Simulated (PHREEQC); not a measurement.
A solution holds 0.04 mol LiOH and 0.26 mol NH4Br per kg of water, at 25 °C. Closed to the air; pH follows from the charge balance.

The numbers come from PHREEQC with the ion-association model, phreeqc.dat.

```json
{
  "pH": "8.71",
  "ionic_strength": "0.260 mol/kgw",
  "activity_of_water": "0.990",
  "specific_conductance": "28800 µS/cm",
  "density": "1.011 g/cm³",
  "total_alkalinity": "40.0 meq/kg"
}
```

| species | molality | activity | log γ |
|---|---|---|---|
| Br- | 0.260 | 0.174 | -0.173 |
| NH4+ | 0.220 | 0.144 | -0.183 |
| Li+ | 0.0400 | 0.0297 | -0.130 |
| NH3 | 0.0400 | 0.0425 | 0.026 |
| OH- | 7.55e-6 | 5.18e-6 | -0.164 |
| H+ | 2.46e-9 | 1.94e-9 | -0.104 |

This is a speciation only: nothing precipitates in the calculation.
